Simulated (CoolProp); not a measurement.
Properties of dimethyl carbonate at several states (Tc = 557.0 K, pc = 4.909 MPa, ω = 0.346).

Model: reference Helmholtz-energy equation of state, Zhou 2011, in CoolProp.

```json
[
 {"T (K)": "498.2", "p (MPa)": "27.8", "phase": "liquid", "density (kg/m³)": "841.1", "Joule-Thomson coefficient (K/MPa)": "-0.1141", "isothermal compressibility (1/MPa)": "0.002985", "expansivity (1/kK)": "1.584", "fugacity coefficient": "0.1184"},
 {"T (K)": "393.4", "p (MPa)": "13.4", "phase": "liquid", "density (kg/m³)": "952.9", "Joule-Thomson coefficient (K/MPa)": "-0.2336", "isothermal compressibility (1/MPa)": "0.001665", "expansivity (1/kK)": "1.411", "fugacity coefficient": "0.02525"},
 {"T (K)": "403.5", "p (MPa)": "2.99", "phase": "liquid", "density (kg/m³)": "919.8", "Joule-Thomson coefficient (K/MPa)": "-0.1767", "isothermal compressibility (1/MPa)": "0.002225", "expansivity (1/kK)": "1.649", "fugacity coefficient": "0.1068"}
]
```
